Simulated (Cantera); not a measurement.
Standard-state values (1 bar) from the NASA 1993 polynomials, evaluated with Cantera. Values are per mole of reaction as written; species without (g) are pure solids or liquids, kept so even where they would boil at 1 bar. The tables' values for SiF2 are old estimates.

SiF4(g) + Si → 2 SiF2(g)

```
T (K)  ΔH° (kJ)  ΔS° (J/K)  ΔG° (kJ)  log10 K  condensed phases
-----  --------  ---------  --------  -------  ----------------
300       439.2      211.6     375.8   -65.43             Si(s)
1748          …          …         …        …             Si(l)
1798          …          …         …        …             Si(l)
1848      364.4      156.7      74.9    -2.12             Si(l)
1898      363.5      156.2      67.1    -1.85             Si(l)
1948      362.6      155.7      59.3    -1.59             Si(l)
1998          …          …         …        …             Si(l)
2048      360.7      154.8      43.8    -1.12             Si(l)
```

What belongs in the gaps?


- 1748, ΔH° (kJ): 366.2
- 1748, ΔS° (J/K): 157.7
- 1748, ΔG° (kJ): 90.6
- 1748, log10 K: -2.71
- 1798, ΔH° (kJ): 365.3
- 1798, ΔS° (J/K): 157.2
- 1798, ΔG° (kJ): 82.7
- 1798, log10 K: -2.40
- 1998, ΔH° (kJ): 361.6
- 1998, ΔS° (J/K): 155.2
- 1998, ΔG° (kJ): 51.5
- 1998, log10 K: -1.35
